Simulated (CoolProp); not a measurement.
Vapour-liquid equilibrium of 1-butene (1) + acetone (2) at 0.614 MPa; x and y are mole fractions of (1).

Model: multi-fluid Helmholtz-energy mixture model, Lemmon 2005 and Lemmon 2006; pair parameters Bell 2016, in CoolProp.

```json
[
 {"x": "0.05", "bubble temperature, mixture model (K)": "381.8", "bubble temperature, Raoult's law (K)": "387.1", "y, mixture model": "0.253", "y, Raoult's law": "0.188"},
 {"x": "0.125", "bubble temperature, mixture model (K)": "367.1", "bubble temperature, Raoult's law (K)": "378.1", "y, mixture model": "0.505", "y, Raoult's law": "0.399"},
 {"x": "0.2", "bubble temperature, mixture model (K)": "356.2", "bubble temperature, Raoult's law (K)": "370.2", "y, mixture model": "0.649", "y, Raoult's law": "0.550"},
 {"x": "0.275", "bubble temperature, mixture model (K)": "348.6", "bubble temperature, Raoult's law (K)": "363.4", "y, mixture model": "0.733", "y, Raoult's law": "0.661"},
 {"x": "0.35", "bubble temperature, mixture model (K)": "343.3", "bubble temperature, Raoult's law (K)": "357.3", "y, mixture model": "0.785", "y, Raoult's law": "0.743"},
 {"x": "0.425", "bubble temperature, mixture model (K)": "339.4", "bubble temperature, Raoult's law (K)": "351.9", "y, mixture model": "0.819", "y, Raoult's law": "0.805"},
 {"x": "0.5", "bubble temperature, mixture model (K)": "336.5", "bubble temperature, Raoult's law (K)": "347.1", "y, mixture model": "0.845", "y, Raoult's law": "0.853"},
 {"x": "0.575", "bubble temperature, mixture model (K)": "334.2", "bubble temperature, Raoult's law (K)": "342.7", "y, mixture model": "0.865", "y, Raoult's law": "0.891"},
 {"x": "0.65", "bubble temperature, mixture model (K)": "332.3", "bubble temperature, Raoult's law (K)": "338.8", "y, mixture model": "0.883", "y, Raoult's law": "0.921"},
 {"x": "0.725", "bubble temperature, mixture model (K)": "330.5", "bubble temperature, Raoult's law (K)": "335.2", "y, mixture model": "0.902", "y, Raoult's law": "0.945"},
 {"x": "0.8", "bubble temperature, mixture model (K)": "328.8", "bubble temperature, Raoult's law (K)": "331.9", "y, mixture model": "0.922", "y, Raoult's law": "0.964"},
 {"x": "0.875", "bubble temperature, mixture model (K)": "327.1", "bubble temperature, Raoult's law (K)": "328.9", "y, mixture model": "0.946", "y, Raoult's law": "0.980"},
 {"x": "0.95", "bubble temperature, mixture model (K)": "325.5", "bubble temperature, Raoult's law (K)": "326.1", "y, mixture model": "0.975", "y, Raoult's law": "0.993"}
]
```

The largest gap from Raoult's law is -14.8 K in bubble temperature, at x = 0.275. No azeotrope shows between x = 0.05 and 0.95.

The pair parameters rest on a limited set of measurements; away from them the model extrapolates.
